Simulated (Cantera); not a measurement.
Input: 1 mol Fe3O4, 0.013 mol HCl, 0.039 mol N2, held at 173 Torr.

Cantera equilibrium calculation (NASA polynomials, part measured and part estimated; ideal gas, pure solids and liquids). Candidate condensed phases: Fe, FeCl2, FeCl3, FeO, Fe(OH)2, Fe(OH)3, Fe2O3, Fe3O4, H2O, NH4Cl; 37 gas species. Mutual solubility and eutectic melting of coexisting phases are not modelled. Rates play no part. All values below are at 900 °C.

Base state: N2 0.751, HCl 0.211, H2O 0.0199, FeCl2 0.0153, FeCl3 0.00293, Cl2 0.000102, Cl 7.44e-5, Fe2Cl4 4.91e-5 (mole fractions); condensed: Fe2O3(s) + Fe3O4(s).

Task: What changes in the equilibrium state with this change: Fe3O4 replaced by AlN?

Result: 
```csv
species,before,after
N2,0.751,0.783
H2,3.70e-7,0.0993
AlCl3,0,0.0662
HCl,0.211,0.0513
H2O,0.0199,0
FeCl2,0.0153,0
FeCl3,0.00293,0
Cl2,0.000102,<1e-9
"Fe2O3(s), mol",0.000701,0
"Fe3O4(s), mol",0.999,0
"AlN(s), mol",0,0.997
```
The tables' values for AlCl2 are old estimates; treat these amounts as uncertain. Further candidate phases: Al, AlCl3, AlN.
